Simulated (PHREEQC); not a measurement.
# Spent oxide etchant

Solution (25 °C): 0.11 mol NH4HF2, 0.033 mol (NH4)2SiF6 and 0.0021 mol HCl per kg of water. Closed to the air; pH follows from the charge balance.

Equilibrium calculation in PHREEQC: ion-association model, phreeqc.dat.

Each row changes one thing in this solution. No solid was allowed to form.

```
case                                       pH  ionic strength (mol/kgw)  HF (mol/kgw)  F- (mol/kgw)  HF2- (mol/kgw)  NH3 (mol/kgw)
---------------------------------------  ----  ------------------------  ------------  ------------  --------------  -------------
as made                                  2.99                     0.210        0.0843        0.0827          0.0265        6.36e-8
temperature from 25 to 45 °C                ?                     0.210        0.0829        0.0805          0.0283        3.35e-7
(NH4)2SiF6 from 0.033 to 0.0363 mol/kgw  2.99                     0.220        0.0843        0.0827          0.0265        6.49e-8
(NH4)2SiF6 left out                      3.03                     0.111        0.0844        0.0824          0.0266        4.84e-8
NH4HF2 left out                             ?                     0.101       0.00266       0.00136         1.38e-5        1.56e-8
temperature from 25 to 70 °C                ?                     0.210        0.0829        0.0798          0.0286        2.19e-6
temperature from 25 to 65 °C             3.31                     0.210        0.0828        0.0798          0.0287        1.53e-6
diluted 5-fold with water                3.11                    0.0427        0.0199        0.0209         0.00160        2.07e-8
```

Question: Complete the blanks.

Answer: 
- temperature from 25 to 45 °C, pH: 3.15
- NH4HF2 left out, pH: 2.76
- temperature from 25 to 70 °C, pH: 3.35

Complexes and solids missing from the database can't appear. Some of these states are supersaturated (in Quartz (slow to form), Chalcedony (slow to form), for instance). At this temperature some constants are extrapolated from 25 °C, and those without enthalpy data are left unchanged. SiF6-2 is the database's only silicon fluoride.
